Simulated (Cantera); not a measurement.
Input: 1 mol NaCl, a varied amount of H₂, 1 mol N₂, at 1773 K and 0.140 Pa.

Method: chemical equilibrium by Gibbs-energy minimisation in Cantera with the NASA 1993 tables (ideal gas, pure condensed phases). Candidate condensed phases: NH₄Cl, Na, NaCl; 17 gas species. The numbers say what is thermodynamically allowed, not how fast it happens.

Problem. At 6.5 mol H₂, list the 4 most abundant gas species with their mole fractions, and the condensed phases.

Solution. H₂ 0.541, H 0.177, N₂ 0.102, Na 0.0786. Condensed: gas only.
